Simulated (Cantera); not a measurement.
Feed: 1 mol SiHCl3, 17 mol N2, 3.5 mol HCl, at 1200 K and 1330 Pa.

Cantera equilibrium calculation (NASA polynomials, part measured and part estimated; ideal gas, pure solids and liquids). N2 is the only nitrogen source here; it is nearly inert below about 1500 K, so the nitride shown seldom forms there in practice. The tables' values for SiCl3 are old estimates; treat these amounts as uncertain. Equilibrium is a limit: real reactors are often held back by kinetics, nucleation or transport.

```tsv
species	before	after
N2	0.781	0.786
HCl	0.155	0.137
SiCl4	0.0353	0.0411
H2	0.0267	0.0359
SiCl2	0.000415	1.24e-8
SiCl3	0.00129	2.98e-6
SiHCl3	0.000165	2.36e-5
Si3N4(s), mol	0.0662	0.0377
```
Gas species are given as mole fractions.

Question: What was changed between the two runs?
A) pressure from 1330 Pa to 240 Pa
B) temperature from 1200 K to 875 K
C) HCl from 3.5 to 0.13 mol
D) HCl from 3.5 to 0.12 mol

Answer: B, temperature from 1200 K to 875 K
